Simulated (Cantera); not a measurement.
An isothermal, constant-pressure homogeneous reactor starts with 5.88 % NO, 94.1 % N2, at 1925 K and 100000 Pa.

Detailed kinetics in Cantera: GRI-Mech 3.0 (53 species, 325 reactions).

x: mole fraction; the columns are a selection and need not sum to one.

```
t (s)        x NO   x N2      x O2     x NO2      x O    x N2O
--------  -------  -----  --------  --------  -------  -------
8.00e-6    0.0588  0.941  4.43e-12  4.03e-10  1.80e-8  1.82e-8
3.31e-5    0.0588  0.941  7.34e-11   6.23e-9  7.10e-8  7.38e-8
0.000137   0.0588  0.941   1.17e-9   7.52e-8  2.65e-7  2.84e-7
0.000566   0.0588  0.941   2.16e-8   5.85e-7  1.10e-6  8.89e-7
0.00234    0.0588  0.941   6.88e-7   3.29e-6  5.17e-6  1.56e-6
0.00967    0.0588  0.941       [?]   7.43e-6  1.13e-5  1.62e-6
0.0400     0.0586  0.941  0.000106   7.93e-6  1.21e-5  1.62e-6
0.165      0.0578  0.942  0.000483   9.13e-6  1.40e-5  1.58e-6
0.684      0.0546  0.943       [?]       [?]      [?]      [?]
2.83       0.0421  0.950   0.00833   1.70e-5  3.52e-5  8.93e-7
11.7       0.0142  0.963    0.0223   9.11e-6  5.55e-5  2.29e-7
48.4      0.00265  0.969    0.0281   1.90e-6  6.20e-5  1.58e-7
200       0.00252  0.969    0.0281   1.81e-6  6.21e-5  1.58e-7
```

**Question.** Fill in the missing entries.

**Answer.** 
- 0.00967, x O2: 1.64e-5
- 0.684, x O2: 0.00208
- 0.684, x NO2: 1.26e-5
- 0.684, x O: 2.02e-5
- 0.684, x N2O: 1.42e-6
